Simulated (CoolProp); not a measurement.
Vapour-liquid equilibrium of n-butane (1) + R113 (2) at 27.65 °C; x and y are mole fractions of (1).

Values from CoolProp's multi-fluid Helmholtz-energy mixture model, Bücker 2006 and Marx 1992; pair parameters Bell 2016.

**Question.** Give the bubble pressure and the first vapour's composition at x = 0.65, 0.85, 0.95. Is there an azeotrope?

**Answer.** x = 0.65: 0.1967 MPa, y = 0.891; x = 0.85: 0.2344 MPa, y = 0.956; x = 0.95: 0.2539 MPa, y = 0.985. No azeotrope shows between x = 0.05 and 0.95.

The pair parameters rest on a limited set of measurements; away from them the model extrapolates.
